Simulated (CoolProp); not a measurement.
A closed Brayton cycle with dry air: compressor inlet 317.15 K and 5 MPa, high pressure 17.3 MPa, turbine inlet 925 K, compressor efficiency 0.8, turbine efficiency 0.93, recuperator effectiveness 0.9 (on enthalpy, no pinch check). Each further row changes one setting.

The numbers come from the reference Helmholtz-energy equation of state, Lemmon 2000 in CoolProp. It is a pseudo-pure fit of the blend.

```csv
case,thermal efficiency (%),net work (kJ/kg),compressor to turbine work,compressor exit (K),turbine exit (K)
as stated,32.5,96.4,0.64,486.5,686.1
turbine inlet 875 K,29.4,81.6,0.68,486.5,647.1
compressor inlet 327.15 K,30.8,90.6,[?],[?],686.1
high pressure 14.7 MPa,[?],92.4,0.61,460.8,713.9
recuperator effectiveness 0.5,25.3,96.4,0.64,486.5,686.1
```

Question: Fill in the missing entries.

Answer: 
- compressor inlet 327.15 K, compressor to turbine work: 0.67
- compressor inlet 327.15 K, compressor exit (K): 501.6
- high pressure 14.7 MPa, thermal efficiency (%): 34.1
